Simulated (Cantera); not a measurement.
**Adiabatic ignition**

An adiabatic, constant-pressure homogeneous reactor starts with 22.7 % CH3OH, 16.2 % O2, 61.1 % N2, equivalence ratio 2.1, at 1075 K and 1.30 bar.

Detailed kinetics in Cantera: GRI-Mech 3.0 (53 species, 325 reactions). GRI-Mech 3.0 was tuned for natural gas; its chemistry of methanol as a main component is partial and can be far from experiment.

| t (s) | T (K) | x CH3OH | x O2 | x H | x C2H2 | x OH | x C2H6 |
|---|---|---|---|---|---|---|---|
| 5.00e-6 | 1075 | 0.227 | 0.162 | 1.09e-11 | <1e-12 | 7.98e-12 | <1e-12 |
| 1.13e-5 | 1075 | 0.227 | 0.162 | 1.11e-11 | <1e-12 | 7.99e-12 | <1e-12 |
| 2.55e-5 | 1075 | 0.227 | 0.162 | 1.15e-11 | <1e-12 | 8.01e-12 | <1e-12 |
| 5.74e-5 | 1075 | 0.227 | 0.162 | 1.18e-11 | <1e-12 | 8.03e-12 | <1e-12 |
| 0.000130 | 1075 | 0.227 | 0.162 | 1.19e-11 | <1e-12 | 8.04e-12 | <1e-12 |
| 0.000292 | 1075 | 0.227 | 0.162 | 1.20e-11 | <1e-12 | 8.05e-12 | <1e-12 |
| 0.000660 | 1075 | 0.227 | 0.162 | 1.21e-11 | <1e-12 | 8.07e-12 | <1e-12 |
| 0.00149 | 1075 | 0.227 | 0.162 | 1.24e-11 | <1e-12 | 8.27e-12 | <1e-12 |
| 0.00336 | 1075 | 0.227 | 0.162 | 1.38e-11 | <1e-12 | 9.83e-12 | 1.80e-12 |
| 0.00758 | 1075 | 0.227 | 0.162 | 2.03e-11 | <1e-12 | 1.96e-11 | 4.01e-12 |
| 0.0171 | 1075 | 0.227 | 0.162 | 5.04e-11 | <1e-12 | 6.89e-11 | 8.76e-12 |
| 0.0386 | 1075 | 0.227 | 0.162 | 3.53e-10 | <1e-12 | 5.86e-10 | 1.83e-11 |
| 0.0871 | 2229 | <1e-12 | 3.37e-6 | 0.00217 | <1e-12 | 0.000483 | <1e-12 |
| 0.196 | 2229 | <1e-12 | 3.36e-6 | 0.00217 | <1e-12 | 0.000482 | <1e-12 |
| 0.443 | 2229 | <1e-12 | 3.36e-6 | 0.00217 | <1e-12 | 0.000482 | <1e-12 |
| 1.00 | 2229 | <1e-12 | 3.36e-6 | 0.00217 | <1e-12 | 0.000482 | <1e-12 |
x: mole fraction; the columns are a selection and need not sum to one.

| Item | Value |
|---|---|
| time of steepest temperature rise | 66.0 ms |
| temperature at 1.00 s | 2229 K |
| equilibrium temperature | 2229 K |
| x(CH3OH) at 1.00 s | <1e-12 (gas-phase equilibrium <1e-12) |
| x(O2) at 1.00 s | 3.36e-6 (gas-phase equilibrium 3.36e-6) |
| x(H) at 1.00 s | 0.00217 (gas-phase equilibrium 0.00217) |
